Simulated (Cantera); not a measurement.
Mixture: H2 : O2 : N2 = 1 : 0.333 : 1.25 (molar parts), at 15800 Torr, adiabatic and at constant pressure. Ignition delay is the time to a rise of 400 K.

Cantera simulation using the H2/O2 subset of GRI-Mech 3.0, which has no nitrogen chemistry; the numbers are that mechanism's predictions, not measurements. The hydrogen kinetics of GRI-Mech 3.0 are dated; newer H2 mechanisms differ, most at raised pressure. The pressure lies above the range GRI-Mech 3.0 was tuned for (to about 10 atm).

Task: What does this change do: constant volume in place of constant pressure?

Result: 
```csv
quantity,before,after
delay at 1050 K,1.74 ms,1.60 ms
delay at 1250 K,39.1 µs,37.6 µs
delay at 1450 K,1.25 µs,1.20 µs
delay at 1650 K,0.463 µs,0.440 µs
delay at 1850 K,0.275 µs,0.258 µs
apparent activation energy between 1650 and 1850 K,66 kJ/mol,68 kJ/mol
```

Task: What does this change do: N2 1.25 to 3.4 parts?

Result: 
```tsv
quantity	before	after
delay at 1050 K	1.74 ms	2.83 ms
delay at 1250 K	39.1 µs	58.7 µs
delay at 1450 K	1.25 µs	2.28 µs
delay at 1650 K	0.463 µs	0.943 µs
delay at 1850 K	0.275 µs	0.617 µs
```
Where the delays flatten at high temperature, the 400 K rule measures the pace of heat release, not the induction time.

Task: What does this change do: pressure from 15800 Torr to 5480 Torr?

Result: 
```
quantity           before     after
---------------  --------  --------
delay at 1050 K   1.74 ms   2.48 ms
delay at 1250 K   39.1 µs   9.40 µs
delay at 1450 K   1.25 µs   2.42 µs
delay at 1650 K  0.463 µs   1.29 µs
delay at 1850 K  0.275 µs  0.890 µs
```
Where the delays flatten at high temperature, the 400 K rule measures the pace of heat release, not the induction time.
